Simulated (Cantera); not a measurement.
## Fe2O3 + SO3 + H2O (roasting and sulfation)

Input: 1 mol Fe2O3, 0.21 mol SO3, 1.1 mol H2O, at 300000 Pa.

These are equilibrium values from Cantera (NASA tables, ideal gas, pure condensed phases), not measurements of a reactor. Candidate condensed phases: Fe, FeO, Fe(OH)2, Fe(OH)3, FeS, FeSO4, FeS2, Fe2O3, Fe2(SO4)3, Fe3O4, H2O, H2SO4, S; 22 gas species. Mutual solubility and eutectic melting of coexisting phases are not modelled. Rates play no part.

```tsv
T (K)	x H2O	x O2	x SO2	x SO3	x OH	x H2	x H2SO4	n Fe2O3(s)	n Fe3O4(s)
1198	0.783	0.0669	0.134	0.0157	4.65e-6	2.13e-8	2.73e-5	1.00	0
1248	0.782	0.0690	0.138	0.0111	9.02e-6	5.70e-8	1.37e-5	1.00	0
1298	0.780	0.0705	0.141	0.00802	1.66e-5	1.42e-7	7.17e-6	1.00	0
1348	0.780	0.0715	0.143	0.00589	2.91e-5	3.32e-7	3.93e-6	1.00	0
1398	0.779	0.0722	0.144	0.00439	4.90e-5	7.34e-7	2.24e-6	1.00	0
1448	0.779	0.0726	0.145	0.00334	7.96e-5	1.54e-6	1.33e-6	1.00	0
1498	0.778	0.0730	0.146	0.00258	0.000125	3.06e-6	8.18e-7	1.00	0
1548	0.778	0.0732	0.147	0.00202	0.000191	5.85e-6	5.20e-7	1.000	0
1598	0.778	0.0734	0.147	0.00161	0.000284	1.07e-5	3.40e-7	1.000	0
1648	0.778	0.0735	0.147	0.00130	0.000412	1.90e-5	2.29e-7	1.000	0
1698	0.724	0.137	0.137	0.00135	0.000659	2.22e-5	1.86e-7	0.374	0.418
1748	0.695	0.171	0.132	0.00120	0.000950	3.17e-5	1.35e-7	0	0.667
```
x: gas mole fraction; n: condensed amount in mol.

From 1198 K to 1648 K the condensed part is Fe2O3(s). At 1698 K the condensed part is Fe2O3(s) + Fe3O4(s). At 1748 K the condensed part is Fe3O4(s).
